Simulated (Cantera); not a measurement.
Input: 1 mol PbO, 0.79 mol H₂, 7.9 mol N₂, held at 0.000310 bar.

Cantera equilibrium calculation (NASA polynomials, part measured and part estimated; ideal gas, pure solids and liquids). Candidate condensed phases: H₂O, Pb, PbO, PbO₂, Pb₃O₄; 27 gas species. Kinetics and transport are ignored.

Question: Which condensed phases are stable at each of these points (T (°C)): 350, 425, 500, 575, 650, 725, 800, 875, 950, 1025, 1100, 1175?

Answer: 
```json
[
 {"T (°C)": "350", "condensed phases": "Pb(l) + PbO(red)", "Pb condensed (%)": "100.0"},
 {"T (°C)": "425", "condensed phases": "Pb(l) + PbO(red)", "Pb condensed (%)": "100.0"},
 {"T (°C)": "500", "condensed phases": "Pb(l) + PbO(yellow)", "Pb condensed (%)": "99.9"},
 {"T (°C)": "575", "condensed phases": "Pb(l) + PbO(yellow)", "Pb condensed (%)": "99.2"},
 {"T (°C)": "650", "condensed phases": "Pb(l) + PbO(yellow)", "Pb condensed (%)": "92.8"},
 {"T (°C)": "725", "condensed phases": "Pb(l) + PbO(yellow)", "Pb condensed (%)": "53.4"},
 {"T (°C)": "800", "condensed phases": "PbO(yellow)", "Pb condensed (%)": "12.0"},
 {"T (°C)": "875", "condensed phases": "gas only", "Pb condensed (%)": "0.0"},
 {"T (°C)": "950", "condensed phases": "gas only", "Pb condensed (%)": "0.0"},
 {"T (°C)": "1025", "condensed phases": "gas only", "Pb condensed (%)": "0.0"},
 {"T (°C)": "1100", "condensed phases": "gas only", "Pb condensed (%)": "0.0"},
 {"T (°C)": "1175", "condensed phases": "gas only", "Pb condensed (%)": "0.0"}
]
```

From 350 °C to 425 °C the condensed part is Pb(l) + PbO(red). From 500 °C to 725 °C the condensed part is Pb(l) + PbO(yellow). At 800 °C the condensed part is PbO(yellow). From 875 °C to 1175 °C nothing is condensed.
